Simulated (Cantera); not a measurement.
A Cantera script and its output.

```python
import numpy as np
import cantera as ct

gas = ct.Solution("gri30.yaml")
gas.TPX = 1423, 31, {'CH4': 1, 'N2': 5.3}
reactor = ct.IdealGasConstPressureReactor(gas, energy="off", clone=False)
net = ct.ReactorNet([reactor])
net.rtol, net.atol = 1e-08, 1e-18
show = ['CH4', 'H2', 'C2H2', 'H', 'C2H6']
times = np.geomspace(2e-05, 70, 15)

steps = ct.SolutionArray(gas, extra=["t"])
rows = []
print(f"{'t/s':>10s}{'T/K':>9s}{'P/Pa':>11s}" + "".join(f"{s:>11s}" for s in show))
for t in times:
    while net.time < t:
        t_next = net.step()
        steps.append(gas.state, t=t_next)
    rows.append([np.interp(t, steps.t, y) for y in (steps.T, steps.P, *steps(*show).X.T)])
    print(f"{t:10.3e}{rows[-1][0]:9.1f}{rows[-1][1]:11.4g}" + "".join(f"{x:11.3e}" for x in rows[-1][2:]))
rate = np.gradient(steps.T, steps.t)
print("integrator steps:", len(steps.t))
if steps.T.max() > steps.T[0] + 200:
    print(f"time of steepest temperature rise: {steps.t[rate.argmax()]:.4e} s")
gas.TPX = 1423, 31, {'CH4': 1, 'N2': 5.3}
gas.equilibrate("TP")
print(f"equilibrium (TP): T = {gas.T:.1f} K  " + "  ".join(f"{s} {gas[s].X[0]:.3e}" for s in show))
```

It prints:

```
       t/s      T/K       P/Pa        CH4         H2       C2H2          H       C2H6
 2.000e-05   1423.0         31  1.587e-01  6.424e-13  1.998e-30  8.195e-11  1.785e-24
 5.868e-05   1423.0         31  1.587e-01  5.384e-12  1.099e-28  2.369e-10  4.336e-23
 1.721e-04   1423.0         31  1.587e-01  4.496e-11  5.557e-27  6.659e-10  1.159e-21
 5.050e-04   1423.0         31  1.587e-01  3.545e-10  2.314e-25  1.731e-09  3.343e-20
 1.482e-03   1423.0         31  1.587e-01  2.453e-09  1.466e-23  3.666e-09  1.169e-18
 4.347e-03   1423.0         31  1.587e-01  1.273e-08  2.465e-21  5.223e-09  4.483e-17
 1.275e-02   1423.0         31  1.587e-01  4.725e-08  5.261e-19  5.420e-09  1.532e-15
 3.742e-02   1423.0         31  1.587e-01  1.491e-07  7.512e-17  5.420e-09  4.441e-14
 1.098e-01   1423.0         31  1.587e-01  4.479e-07  7.501e-15  5.422e-09  1.176e-12
 3.221e-01   1423.0         31  1.587e-01  1.326e-06  6.193e-13  5.437e-09  2.901e-11
 9.449e-01   1423.0         31  1.587e-01  3.929e-06  4.771e-11  5.567e-09  6.505e-10
 2.772e+00   1423.0         31  1.587e-01  1.228e-05  3.690e-09  6.700e-09  1.209e-08
 8.133e+00   1423.0         31  1.586e-01  5.501e-05  3.005e-07  1.683e-08  1.631e-07
 2.386e+01   1423.0         31  1.579e-01  6.521e-04  2.726e-05  1.342e-07  1.630e-06
 7.000e+01   1423.0         31  1.460e-01  1.360e-02  2.376e-03  2.832e-06  1.022e-05
integrator steps: 595
equilibrium (TP): T = 1423.0 K  CH4 1.073e-05  H2 2.054e-01  C2H2 3.347e-02  H 1.721e-04  C2H6 1.380e-12
```

Computed with Cantera and GRI-Mech 3.0 (53 species, 325 reactions). GRI-Mech 3.0 stops at C3 and has no aromatics, soot or wall deposition, so with more carbon than oxygen in the feed, carbon stays in small species such as C2H2 where larger ones or solid carbon would form. Radical loss at walls, strong at low pressure, is not modelled.
